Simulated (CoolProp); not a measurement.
Ethylene at several states: density (kg/m³) from the reference equation and from simpler models built on Tc = 9.2 °C, pc = 5.042 MPa, ω = 0.087; each cubic takes its own stable root.

The numbers come from the reference Helmholtz-energy equation of state, Smukala 2000 in CoolProp.

```tsv
T (°C)	p (MPa)	phase	reference	van der Waals	Redlich-Kwong	Soave-Redlich-Kwong	Peng-Robinson
38.85	1.23	gas	14.19	14.14	14.21	14.20	(withheld)
103.95	3.71	gas	(withheld)	37.38	(withheld)	36.71	37.48
-95.15	30.1	liquid	583.2	399.9	567.4	568.3	637.3
-120.55	3.87	liquid	(withheld)	390.7	(withheld)	574.1	646.4
```

Q: Complete the blanks.

A: 
- 38.85, Peng-Robinson: 14.32
- 103.95, reference: 36.86
- 103.95, Redlich-Kwong: 37.11
- -120.55, reference: 594.2
- -120.55, Redlich-Kwong: 574.8
